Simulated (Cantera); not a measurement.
Input: 1 mol TiO2, 0.048 mol Cl2, 0.019 mol O2, at 1748 K and 10.0 mbar.

Equilibrium computed with Cantera from the NASA thermochemical tables; the gas is ideal and each condensed phase is pure. Candidate condensed phases: Ti, TiCl2, TiCl3, TiCl4, TiO, TiO2, Ti2O3, Ti3O5, Ti4O7; 15 gas species. Equilibrium is a limit: real reactors are often held back by kinetics, nucleation or transport.

Base state: Cl 0.731, O2 0.180, Cl2 0.0885, ClO 0.000579, O 0.000311, TiCl4 0.000194, TiOCl2 5.73e-5 (mole fractions); condensed: TiO2(rutile).

**Question.** What changes in the equilibrium state with this change: temperature from 1748 K to 1075 K?

**Answer.** 
```csv
species,before,after
Cl2,0.0885,0.708
O2,0.180,0.282
Cl,0.731,0.00929
TiCl4,0.000194,4.29e-6
TiOCl2,5.73e-5,<1e-9
O,0.000311,6.97e-9
ClO,0.000579,2.54e-5
"TiO2(rutile), mol",1.000,1.00
```
Condensed phases not in the tables: TiOCl.

**Question.** What changes in the equilibrium state with this change: Cl2 from 0.048 to 1.1 mol?

**Answer.** 
```tsv
species	before	after
Cl	0.731	0.858
Cl2	0.0885	0.122
O2	0.180	0.0144
TiCl4	0.000194	0.00460
TiCl3	6.18e-6	0.000125
TiOCl2	5.73e-5	0.000279
O	0.000311	8.80e-5
TiO2(rutile), mol	1.000	0.990
```
